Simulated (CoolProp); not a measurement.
Vapour-liquid equilibrium of R143a (1) + R1234yf (2) at 0.0193 bar; x and y are mole fractions of (1).

Values from CoolProp's multi-fluid Helmholtz-energy mixture model, Lemmon and Jacobsen 2000 and Lemmon 2022; pair parameters Bell 2016.

Q: Give the bubble temperature and the first vapour's composition at x = 0.05, 0.35, 0.85. Is there an azeotrope?

A: x = 0.05: 179.1 K, y = 0.169; x = 0.35: 173.3 K, y = 0.662; x = 0.85: 168.3 K, y = 0.947. No azeotrope shows between x = 0.05 and 0.95.

Pair parameters are fitted to limited data, so mixtures are less certain than the pure fluids.
